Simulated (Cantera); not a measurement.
Input: 1 mol B2O3, 0.39 mol NH3, held at 1900 K and 71.0 Pa.

Equilibrium computed with Cantera from the NASA thermochemical tables; the gas is ideal and each condensed phase is pure. Candidate condensed phases: B, BN, B2O3, B3O3H3, H2O; 39 gas species. The numbers say what is thermodynamically allowed, not how fast it happens.

What is the equilibrium state?


| Property | Value |
|---|---|
| x(B2O3) | 0.431 |
| x(H2) | 0.234 |
| x(HBO2) | 0.113 |
| x(N2) | 0.107 |
| x(HBO) | 0.0390 |
| x(BO) | 0.0384 |
| x(B2O2) | 0.0207 |
| x(H) | 0.0144 |
| x(H2O) | 0.00261 |
| gas amount | 1.829 mol |
| log10 activity of B(s) (absent) | -3.45 |
| log10 activity of B3O3H3(s) (absent) | -16.87 |
